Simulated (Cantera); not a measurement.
Feed: 1 mol Al2O3, 95 mol H2, held at 2098.15 K and 0.195 Torr.

These are equilibrium values from Cantera (NASA tables, ideal gas, pure condensed phases), not measurements of a reactor. Candidate condensed phases: Al, Al2O3, H2O; 19 gas species. The tables' values for AlOH are old estimates; treat these amounts as uncertain. Equilibrium is a limit: real reactors are often held back by kinetics, nucleation or transport.

Base state: H2 0.819, H 0.173, H2O 0.00487, Al 0.00283, Al2O 0.000315, AlOH 0.000175, OH 0.000122, AlO 7.39e-5 (mole fractions); condensed: Al2O3(s).

### Question
What changes in the equilibrium state with this change: Al2O3 replaced by TiO2?

### Answer
| species | before | after |
|---|---|---|
| H2 | 0.819 | 0.818 |
| H | 0.173 | 0.173 |
| H2O | 0.00487 | 0.00492 |
| TiO | 0 | 0.00330 |
| Al | 0.00283 | 0 |
| TiO2 | 0 | 0.00108 |
| Al2O | 0.000315 | 0 |
| AlOH | 0.000175 | 0 |
| AlO | 7.39e-5 | 0 |
| Ti | 0 | 1.87e-5 |
| O | 1.84e-5 | 1.86e-5 |
| Al2O3(s), mol | 0.806 | 0 |
| Ti3O5(l), mol | 0 | 0.180 |
Further candidate phases: Ti, TiO, TiO2, Ti2O3, Ti3O5, Ti4O7.
